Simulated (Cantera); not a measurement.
**Thermodynamics of chemical vapour transport, feed Fe2O3 + Cl2 + N2**

Feed: 1 mol Fe2O3, a varied amount of Cl2, 0.7 mol N2, equilibrated at 1600 K and 1 atm.

Cantera equilibrium calculation (NASA polynomials, part measured and part estimated; ideal gas, pure solids and liquids). Candidate condensed phases: Fe, FeCl2, FeCl3, FeO, Fe2O3, Fe3O4; 19 gas species. Mutual solubility and eutectic melting of coexisting phases are not modelled. Equilibrium is a limit: real reactors are often held back by kinetics, nucleation or transport.

| n(Cl2) (mol) | x N2 | x FeCl2 | x O2 | x FeCl3 | x Cl | x Cl2 | x NO | x Fe2Cl4 | n Fe2O3(s) | n Fe3O4(s) |
|---|---|---|---|---|---|---|---|---|---|---|
| 0.014 | 0.925 | 0.0134 | 0.0541 | 0.00101 | 0.00421 | 0.00149 | 0.00106 | 3.56e-6 | 0.795 | 0.133 |
| 0.019 | 0.918 | 0.0181 | 0.0541 | 0.00159 | 0.00489 | 0.00201 | 0.00106 | 6.50e-6 | 0.810 | 0.122 |
| 0.026 | 0.909 | 0.0245 | 0.0541 | 0.00249 | 0.00569 | 0.00271 | 0.00106 | 1.19e-5 | 0.831 | 0.106 |
| 0.035 | 0.899 | 0.0323 | 0.0541 | 0.00379 | 0.00654 | 0.00359 | 0.00105 | 2.08e-5 | 0.857 | 0.0857 |
| 0.047 | 0.885 | 0.0424 | 0.0541 | 0.00569 | 0.00748 | 0.00470 | 0.00104 | 3.57e-5 | 0.893 | 0.0588 |
| 0.063 | 0.867 | 0.0550 | 0.0541 | 0.00840 | 0.00852 | 0.00610 | 0.00103 | 6.01e-5 | 0.940 | 0.0228 |
| 0.085 | 0.837 | 0.0694 | 0.0610 | 0.0125 | 0.0100 | 0.00842 | 0.00108 | 9.58e-5 | 0.966 | 0 |
x: gas mole fraction; n: condensed amount in mol.

From 0.014 mol Cl2 to 0.063 mol Cl2 the condensed part is Fe2O3(s) + Fe3O4(s). At 0.085 mol Cl2 the condensed part is Fe2O3(s). The main Fe-bearing gas is FeCl2 throughout. The share of Fe in condensed phases is highest at 0.014 mol Cl2 (99.5 %) and lowest at 0.085 mol Cl2 (96.6 %).
